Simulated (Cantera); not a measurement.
An adiabatic, constant-pressure homogeneous reactor starts with 9.68 % CO, 1.84 % H2, 18.6 % O2, 69.9 % N2, at 1625 K and 1.00 atm.

Model: GRI-Mech 3.0 (53 species, 325 reactions), integrated in Cantera.

x: mole fraction; the columns are a selection and need not sum to one.

```tsv
t (s)	T (K)	x CO	x H2	x O2	x O	x H2O2	x NO
2.00e-6	1625	0.0968	0.0184	0.186	3.71e-7	2.40e-10	<1e-12
5.91e-6	1625	0.0968	0.0184	0.186	3.43e-6	1.31e-9	<1e-12
1.75e-5	1625	0.0963	0.0167	0.184	0.000918	7.34e-8	6.39e-10
5.16e-5	1726	0.0663	0.000902	0.150	0.0256	2.50e-7	4.15e-6
0.000152	1981	0.0312	0.00103	0.133	0.0277	1.05e-7	4.18e-5
0.000451	2209	0.0194	0.000614	0.135	0.0137	4.50e-8	0.000173
0.00133	2354	[?]	[?]	0.136	[?]	[?]	[?]
0.00393	2401	0.00577	0.000174	0.135	0.00330	3.56e-8	0.00170
0.0116	2398	0.00554	0.000168	0.134	0.00314	3.55e-8	0.00424
0.0344	2390	0.00534	0.000162	0.131	0.00297	3.47e-8	[?]
0.102	2382	0.00517	0.000158	0.129	0.00283	3.39e-8	0.0134
0.300	2381	0.00515	0.000157	0.129	0.00281	3.38e-8	0.0140
```

Q: Complete the blanks.

A: 
- 0.00133, x CO: 0.00953
- 0.00133, x H2: 0.000285
- 0.00133, x O: 0.00566
- 0.00133, x H2O2: 3.06e-8
- 0.00133, x NO: 0.000636
- 0.0344, x NO: 0.00920
